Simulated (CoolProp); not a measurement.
The numbers come from the reference Helmholtz-energy equation of state, Setzmann 1991 in CoolProp.

Question: For methane, give the phase and the speed of sound (m/s), viscosity (µPa s), conductivity (mW/(m K)) at -116.35 °C and 43.3 bar; -100.05 °C and 43.3 bar; -67.35 °C and 43.3 bar.

Answer: 
- -116.35 °C and 43.3 bar: liquid; speed of sound 908, viscosity 54.3, conductivity 126
- -100.05 °C and 43.3 bar: liquid; speed of sound 691, viscosity 40.0, conductivity 102
- -67.35 °C and 43.3 bar: gas; speed of sound 318, viscosity 9.67, conductivity 31.6

Viscosity comes from a separate model (Quiñones-Cisneros 2006). Thermal conductivity comes from a separate model (Friend 1989).
